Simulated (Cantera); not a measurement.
Input: 1 mol CaO, 4.4 mol HF, 0.97 mol N2, equilibrated at 100 Pa.

Cantera equilibrium calculation (NASA polynomials, part measured and part estimated; ideal gas, pure solids and liquids). Candidate condensed phases: Ca, CaF2, CaO, Ca(OH)2, H2O; 47 gas species. Equilibrium is a limit: real reactors are often held back by kinetics, nucleation or transport. All values below are at 1123 K.

Base state: HF 0.549, H2O 0.229, N2 0.222 (mole fractions); condensed: CaF2(s).

Question: What changes in the equilibrium state with this change: CaO replaced by CuO?

Answer: 
```
species        before     after
------------  -------  --------
HF              0.549     0.780
N2              0.222     0.172
O2            3.94e-6    0.0444
H2O             0.229   0.00121
CuF                 0   0.00217
CuF2                0  0.000128
NO            2.40e-7   2.24e-5
CaF2(s), mol     1.00         0
Cu2O(s), mol        0     0.494
```
Further candidate phases: Cu, CuF2, CuO, Cu(OH)2, Cu2O.
